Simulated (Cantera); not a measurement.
PbO + N2 + O2 (iron carbonyl, mercury and lead vapours)

Feed: 1 mol PbO, 26 mol N2, 2.3 mol O2, equilibrated at 523.15 K.

These are equilibrium values from Cantera (NASA tables, ideal gas, pure condensed phases), not measurements of a reactor. Candidate condensed phases: Pb, PbO, PbO2, Pb3O4; 12 gas species. Equilibrium is a limit: real reactors are often held back by kinetics, nucleation or transport.

From 0.0750 Torr to 10.5 Torr the condensed part is PbO(red). From 54.0 Torr to 7500 Torr the condensed part is Pb3O4(s).

| P (Pa) | x N2 | x O2 | x NO2 | n PbO(red) | n Pb3O4(s) |
|---|---|---|---|---|---|
| 10 | 0.919 | 0.0813 | 1.85e-10 | 1.00 | 0 |
| 52 | 0.919 | 0.0813 | 4.22e-10 | 1.00 | 0 |
| 270 | 0.919 | 0.0813 | 9.61e-10 | 1.00 | 0 |
| 1400 | 0.919 | 0.0813 | 2.19e-9 | 1.00 | 0 |
| 7200 | 0.924 | 0.0758 | 4.65e-9 | 0 | 0.333 |
| 37000 | 0.924 | 0.0758 | 1.05e-8 | 0 | 0.333 |
| 190000 | 0.924 | 0.0758 | 2.39e-8 | 0 | 0.333 |
| 1000000 | 0.924 | 0.0758 | 5.47e-8 | 0 | 0.333 |
x: gas mole fraction; n: condensed amount in mol.
